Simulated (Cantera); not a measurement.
# Ignition delay

Mixture: 8.45 % CH₄, 1.94 % CO, 18.9 % O₂, 70.8 % N₂, equivalence ratio 0.95, at 2.10 bar, adiabatic and at constant volume. Ignition delay is the time to a rise of 400 K.

Model: GRI-Mech 3.0 (53 species, 325 reactions), integrated in Cantera.

| T0 (K) | delay (ms) |
|---|---|
| 1223 | 18.4 |
| 1273 | 9.26 |
| 1323 | 4.82 |
| 1373 | 2.60 |
| 1423 | 1.45 |
| 1473 | 0.837 |
| 1523 | 0.501 |
| 1573 | 0.311 |
| 1623 | 0.200 |

- apparent activation energy between 1523 and 1623 K: 190 kJ/mol
